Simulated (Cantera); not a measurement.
## Thermodynamics of roasting and sulfation, feed MgO + SO3 + CO2

Charge: 1 mol MgO, 0.81 mol SO3, 0.31 mol CO2, at 1027 °C.

Method: chemical equilibrium by Gibbs-energy minimisation in Cantera with the NASA 1993 tables (ideal gas, pure condensed phases). Candidate condensed phases: C, Mg, MgCO3, MgO, MgS, MgSO4, S; 26 gas species. Mutual solubility and eutectic melting of coexisting phases are not modelled. The numbers say what is thermodynamically allowed, not how fast it happens.

| P (Pa) | x CO2 | x SO2 | x O2 | x SO3 | n MgO(s) | n MgSO4(s) |
|---|---|---|---|---|---|---|
| 1000 | 0.204 | 0.529 | 0.264 | 0.00332 | 1.00 | 0 |
| 4600 | 0.204 | 0.526 | 0.263 | 0.00706 | 1.00 | 0 |
| 21000 | 0.205 | 0.520 | 0.260 | 0.0148 | 1.00 | 0 |
| 96000 | 0.614 | 0.250 | 0.125 | 0.0106 | 0.322 | 0.678 |
| 440000 | 0.916 | 0.0546 | 0.0273 | 0.00231 | 0.209 | 0.791 |
| 2000000 | 0.981 | 0.0120 | 0.00600 | 0.000508 | 0.194 | 0.806 |
x: gas mole fraction; n: condensed amount in mol.

From 1000 Pa to 21000 Pa the condensed part is MgO(s). From 96000 Pa to 2000000 Pa the condensed part is MgO(s) + MgSO4(s).
